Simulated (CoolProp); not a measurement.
Computed with CoolProp (reference Helmholtz-energy equation of state, Span 1996).

Q: Give the vapour pressure (MPa), liquid density (kg/m³), liquid cp (kJ/(kg K)), surface tension (mN/m) of saturated carbon dioxide at 222.5, 227, 249.4 K.

A: 
```tsv
T (K)	p (MPa)	liquid density (kg/m³)	liquid cp (kJ/(kg K))	surface tension (mN/m)
222.5	0.665	1160	1.97	15.1
227	0.795	1140	1.98	14.1
249.4	1.75	1050	2.13	9.15
```

Surface tension comes from a separate correlation (Mulero 2012).
